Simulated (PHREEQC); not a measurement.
A solution holds 0.34 mol Ni(NO3)2, 0.00048 mol H3BO3 and 0.36 mol MnSO4 per kg of water, at 15 °C. Closed to the air; pH follows from the charge balance.

The numbers come from PHREEQC with the ion-association model, wateq4f.dat.

Precipitation was switched off in this run.

### Question
Order these Mn species by the share of Mn that they hold, largest first: Mn(NO3)2, Mn+2, MnSO4.

### Answer
Mn+2 (73 %), MnSO4 (22 %), Mn(NO3)2 (4.9 %)

The pH is 5.79 and the ionic strength 1.39 mol/kgw. Caution: at this ionic strength the ion-association model is outside its range; a Pitzer model would be the better tool where its parameters exist. In wateq4f.dat the enthalpy of Ni(OH)2 has the wrong sign, so its saturation index can't be trusted away from 25 °C.
